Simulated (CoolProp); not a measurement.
Saturated liquid density (kg/m³) of normal hydrogen: the reference equation beside estimates from Tc = 33.1 K, pc = 1296 kPa, ω = -0.219. Rackett uses Z = 0.29056 − 0.08775 ω.

Model: reference Helmholtz-energy equation of state, Leachman 2009, in CoolProp.

| T (K) | reference | Rackett | van der Waals | Redlich-Kwong | Soave-Redlich-Kwong | Peng-Robinson |
|---|---|---|---|---|---|---|
| 19.5 | 71.81 | 76.01 | 58.92 | 86.84 | 80.48 | 90.57 |
| 20.5 | 70.70 | 74.53 | 57.71 | ___ | 78.43 | 88.30 |
| 21.4 | 69.64 | 73.16 | 56.57 | 82.77 | 76.51 | 86.16 |
| 22.3 | 68.51 | 71.74 | 55.38 | 80.68 | 74.50 | 83.93 |
| 23.2 | 67.32 | 70.26 | 54.13 | 78.48 | 72.41 | 81.58 |
| 24.1 | 66.05 | 68.72 | 52.81 | 76.13 | 70.23 | 79.12 |
| 25 | 64.70 | 67.10 | 51.42 | 73.64 | 67.93 | 76.52 |
| 25.9 | 63.25 | 65.39 | 49.94 | ___ | 65.50 | 73.76 |
| 26.9 | 61.49 | 63.36 | 48.18 | 67.81 | 62.63 | 70.48 |
| 27.8 | 59.75 | 61.38 | 46.46 | 64.70 | 59.85 | 67.29 |
| 28.7 | 57.82 | 59.23 | 44.57 | 61.32 | 56.85 | 63.83 |
| 29.6 | 55.62 | 56.83 | ___ | 57.57 | 53.57 | 60.03 |
| 30.5 | 53.05 | 54.08 | 40.10 | 53.33 | 49.88 | 55.74 |
| 31.4 | 49.86 | 50.74 | 37.27 | 48.35 | 45.57 | 50.72 |
| 32.3 | 45.33 | 46.16 | 33.57 | 41.97 | 40.08 | 44.31 |

Q: What belongs in the gaps?

A: 
- 20.5, Redlich-Kwong: 84.76
- 25.9, Redlich-Kwong: 70.99
- 29.6, van der Waals: 42.49

Absolute difference from the reference over all 15 rows, mean and median: Rackett 3.5 and 3.4 %, van der Waals 21.4 and 21.0 %, Redlich-Kwong 11.6 and 12.2 %, Soave-Redlich-Kwong 6.5 and 6.3 %, Peng-Robinson 15.2 and 16.6 %.
